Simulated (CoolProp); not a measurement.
A closed Brayton cycle with carbon dioxide: compressor inlet 319.15 K and 7.8 MPa, high pressure 20.4 MPa, turbine inlet 715 K, compressor efficiency 0.8, turbine efficiency 0.9, recuperator effectiveness 0.8 (on enthalpy, no pinch check). Each further row changes one setting.

Computed with CoolProp (reference Helmholtz-energy equation of state, Span 1996).

| case | thermal efficiency (%) | net work (kJ/kg) | compressor to turbine work | compressor exit (K) | turbine exit (K) |
|---|---|---|---|---|---|
| as stated | 24.8 | 57.1 | 0.47 | 399.6 | 609.5 |
| turbine inlet 665 K | 22.8 | 48.0 | 0.51 | 399.6 | 563.5 |
| compressor inlet 329.15 K | 23.2 | 50.1 | 0.53 | 416.3 | 609.5 |
| high pressure 17.3 MPa | 23.6 | 50.2 | 0.44 | 385.3 | 627.2 |
| recuperator effectiveness 0.5 | 18.9 | 57.1 | 0.47 | 399.6 | 609.5 |
